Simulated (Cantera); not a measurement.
A freely propagating, adiabatic, planar premixed flame of H2 : O2 : N2 = 1 : 0.263 : 0.989 (molar parts), equivalence ratio 1.9, unburnt at 675 K and 1000000 Pa; mixture-averaged transport, grid criteria slope 0.08 and curve 0.16, no radiation.

Model: the H2/O2 subset of GRI-Mech 3.0, which has no nitrogen chemistry, integrated in Cantera. The hydrogen kinetics of GRI-Mech 3.0 are dated; newer H2 mechanisms differ, most at raised pressure. Burning velocities carry a grid error of a few per cent, more on coarse grids.

Q: Predict: laminar burning velocity; thermal thickness; peak x(O); peak x(H); peak x(HO2).

A: 
```
Property                      Value
------------------------  ---------
laminar burning velocity  1080 cm/s
thermal thickness         0.0251 mm
peak x(O)                   0.00246
peak x(H)                    0.0484
peak x(HO2)                 0.00121
```
